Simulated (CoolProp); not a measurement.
Vapour-liquid equilibrium of R22 (1) + n-pentane (2) at -14.65 °C; x and y are mole fractions of (1).

Computed with CoolProp (multi-fluid Helmholtz-energy mixture model, Kamei 1995 and Thol 2019; pair parameters Bell 2016).

Q: Give the bubble pressure and the first vapour's composition at x = 0.05, 0.35, 0.8. Is there an azeotrope?

A: x = 0.05: 43.69 kPa, y = 0.734; x = 0.35: 174.2 kPa, y = 0.946; x = 0.8: 256.0 kPa, y = 0.978. No azeotrope shows between x = 0.05 and 0.95.

Pair parameters are fitted to limited data, so mixtures are less certain than the pure fluids. With so large a gap from Raoult's law the liquid may split in two, which this calculation doesn't test in full.
